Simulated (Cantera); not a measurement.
An isothermal, constant-pressure homogeneous reactor starts with CH4 : H2O : H2 = 1 : 3.5 : 0.5 (molar parts), at 1625 K and 0.132 atm. Integrator tolerance rtol = 1e-08.

Model: GRI-Mech 3.0 (53 species, 325 reactions), integrated in Cantera.

Question: What does this change do: H2 0.5 to 4.5 parts?

Answer: 
```csv
quantity,before,after
x(CH4) at 2.00 s,0.0180 (gas-phase equilibrium 9.82e-10),0.0181 (gas-phase equilibrium 2.37e-9)
x(H2O) at 2.00 s,0.445 (gas-phase equilibrium 0.333),0.316 (gas-phase equilibrium 0.219)
x(H2) at 2.00 s,0.427 (gas-phase equilibrium 0.524),0.611 (gas-phase equilibrium 0.690)
x(O) at 2.00 s,8.56e-10 (gas-phase equilibrium 8.32e-10),4.57e-10 (gas-phase equilibrium 4.16e-10)
x(CO) at 2.00 s,0.0612 (gas-phase equilibrium 0.119),0.0232 (gas-phase equilibrium 0.0825)
```

Question: What does this change do: temperature 1625 to 1675 K?

Answer: 
```json
[
 {"quantity": "x(CH4) at 2.00 s", "before": "0.0180 (gas-phase equilibrium 9.82e-10)", "after": "0.0104 (gas-phase equilibrium 5.98e-10)"},
 {"quantity": "x(H2O) at 2.00 s", "before": "0.445 (gas-phase equilibrium 0.333)", "after": "0.387 (gas-phase equilibrium 0.334)"},
 {"quantity": "x(H2) at 2.00 s", "before": "0.427 (gas-phase equilibrium 0.524)", "after": "0.476 (gas-phase equilibrium 0.523)"},
 {"quantity": "x(O) at 2.00 s", "before": "8.56e-10 (gas-phase equilibrium 8.32e-10)", "after": "2.61e-9 (gas-phase equilibrium 2.56e-9)"},
 {"quantity": "x(CO) at 2.00 s", "before": "0.0612 (gas-phase equilibrium 0.119)", "after": "0.0912 (gas-phase equilibrium 0.120)"}
]
```

Question: What does this change do: temperature 1625 to 1575 K?

Answer: 
```csv
quantity,before,after
x(CH4) at 2.00 s,0.0180 (gas-phase equilibrium 9.82e-10),0.0281 (gas-phase equilibrium 1.67e-9)
x(H2O) at 2.00 s,0.445 (gas-phase equilibrium 0.333),0.515 (gas-phase equilibrium 0.332)
x(H2) at 2.00 s,0.427 (gas-phase equilibrium 0.524),0.366 (gas-phase equilibrium 0.525)
x(O) at 2.00 s,8.56e-10 (gas-phase equilibrium 8.32e-10),2.58e-10 (gas-phase equilibrium 2.53e-10)
x(CO) at 2.00 s,0.0612 (gas-phase equilibrium 0.119),0.0317 (gas-phase equilibrium 0.117)
```
